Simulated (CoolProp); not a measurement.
Properties of acetone at several states.

Model: reference Helmholtz-energy equation of state, Lemmon 2006, in CoolProp. It is a short technical equation, of lower accuracy than the large ones.

```tsv
T (K)	p (MPa)	phase	density (kg/m³)	cp (kJ/(kg K))	cv (kJ/(kg K))	expansivity (1/kK)
455.9	12.1	liquid	?	2.633	1.875	?
502.1	0.0725	gas	1.015	?	?	2.037
401.6	0.0707	gas	1.248	1.622	?	2.639
398.5	3.55	liquid	665.8	2.474	1.752	?
318.5	0.0272	gas	0.6061	1.402	1.239	3.398
517	1.6	gas	?	2.144	1.860	?
```

**Question.** Some entries are withheld; supply them.

**Answer.** 
- 455.9, density (kg/m³): 608.0
- 455.9, expansivity (1/kK): 2.424
- 502.1, cp (kJ/(kg K)): 1.879
- 502.1, cv (kJ/(kg K)): 1.731
- 401.6, cv (kJ/(kg K)): 1.466
- 398.5, expansivity (1/kK): 2.139
- 517, density (kg/m³): 25.00
- 517, expansivity (1/kK): 3.165
